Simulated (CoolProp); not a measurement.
Saturation properties of isohexane (Tc = 224.6 °C, pc = 30.43 bar, ω = 0.280).

Values from CoolProp's reference Helmholtz-energy equation of state, Lemmon 2006. It is a short technical equation, of lower accuracy than the large ones.

```csv
T (°C),p (bar),enthalpy of vaporisation (kJ/kg),surface tension (mN/m)
72.55,1.477,313.8,12.2
87.15,2.220,302.2,10.8
101.75,3.220,289.6,9.45
116.45,4.539,275.8,8.11
131.05,6.215,260.8,6.82
145.65,8.315,243.9,5.57
160.35,10.92,224.6,4.36
174.95,14.08,202.3,3.20
189.65,17.91,174.9,2.10
```

It boils at 60.2 °C under 1 atm.

Surface tension comes from a separate correlation (Mulero 2012).
